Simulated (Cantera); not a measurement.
An isothermal, constant-pressure homogeneous reactor starts with 2.56 % C2H6, 97.4 % N2, at 1100 K and 101000 Pa.

Cantera simulation using GRI-Mech 3.0 (53 species, 325 reactions); the numbers are that mechanism's predictions, not measurements. GRI-Mech 3.0 stops at C3 and has no aromatics, soot or wall deposition, so with more carbon than oxygen in the feed, carbon stays in small species such as C2H2 where larger ones or solid carbon would form.

One state of this run: x C2H6 = 0.00675; x CH3 = 7.36e-7; x CH2 = 3.09e-12; x C2H2 = 0.000901; x CH4 = 0.00113; x HCN = 1.69e-12; x H = 2.27e-7. x: mole fraction; the columns are a selection and need not sum to one.

Q: Which value of t (s) does it belong to?
A) 0.0140
B) 1.00
C) 0.491
D) 0.241

A: D, 0.241
